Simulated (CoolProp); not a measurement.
Properties of propylene along the isobar 5.81 bar (Tc = 364.2 K, pc = 45.55 bar, ω = 0.146).

Model: reference Helmholtz-energy equation of state, Lemmon 2013, in CoolProp.

| T (K) | phase | cp (kJ/(kg K)) | cv (kJ/(kg K)) |
|---|---|---|---|
| 187.3 | liquid | 2.087 | 1.333 |
| 198.2 | liquid | 2.108 | 1.337 |
| 209 | liquid | 2.134 | 1.346 |
| 219.8 | liquid | 2.167 | 1.359 |
| 230.7 | liquid | 2.207 | 1.376 |
| 241.5 | liquid | 2.253 | 1.396 |
| 252.3 | liquid | 2.307 | 1.419 |
| 263.2 | liquid | 2.371 | 1.445 |
| 274 | gas | 1.668 | 1.324 |
| 284.8 | gas | 1.667 | 1.351 |
| 295.7 | gas | 1.675 | 1.379 |
| 306.5 | gas | 1.691 | 1.410 |
| 317.3 | gas | 1.711 | 1.442 |
| 328.2 | gas | 1.736 | 1.476 |
| 339 | gas | 1.764 | 1.512 |
